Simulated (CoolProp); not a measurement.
Vapour pressure (bar) of octamethyltrisiloxane (MDM): the reference equation beside estimates from Tc = 565.4 K, pc = 14.38 bar, ω = 0.528.

The numbers come from the reference Helmholtz-energy equation of state, Thol 2017 in CoolProp.

```csv
T (K),reference,Redlich-Kwong,Peng-Robinson
428,1.078,2.355,1.069
434.1,1.258,2.621,1.247
440.2,1.461,(withheld),1.447
446.3,1.687,3.213,1.672
452.4,1.940,3.542,1.923
458.5,2.221,(withheld),2.202
464.6,2.532,4.266,2.512
470.7,2.874,4.664,(withheld)
476.7,3.245,5.079,3.226
482.8,3.657,5.527,3.641
488.9,4.108,5.999,4.095
495,4.600,6.499,(withheld)
501.1,5.135,7.026,5.134
507.2,5.716,7.580,5.724
```

Task: Complete the blanks.

Result: 
- 440.2, Redlich-Kwong: 2.906
- 458.5, Redlich-Kwong: 3.892
- 470.7, Peng-Robinson: 2.855
- 495, Peng-Robinson: 4.592

Absolute difference from the reference over all 14 rows, mean and median: Redlich-Kwong 69.2 and 65.4 %, Peng-Robinson 0.6 and 0.7 %.
